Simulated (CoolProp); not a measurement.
A simple Rankine cycle with R114: condensing at 297.15 K, boiler at 0.767 MPa, turbine inlet 494.7 K, turbine efficiency 0.9, pump efficiency 0.7, no recuperator. Each further row changes one setting.

Values from CoolProp's reference Helmholtz-energy equation of state, Platzer 1990. This equation is an older, rougher fit; its heat capacities, sound speeds and derivatives of the liquid may be far off and weren't checked against measurements.

```
case                             thermal efficiency (%)  net work (kJ/kg)  heat in (kJ/kg)  turbine exit temperature (K)  volume ratio over the turbine
-------------------------------  ----------------------  ----------------  ---------------  ----------------------------  -----------------------------
as stated                                           9.2              25.9              282                         460.3                           3.54
condensing temperature 289.15 K                    10.7              31.1              289                         453.7                           4.58
boiler pressure 0.537 MPa                           6.8              19.2              283                         469.9                           2.50
turbine efficiency 0.8                              8.1              22.9              282                         463.8                           3.57
```
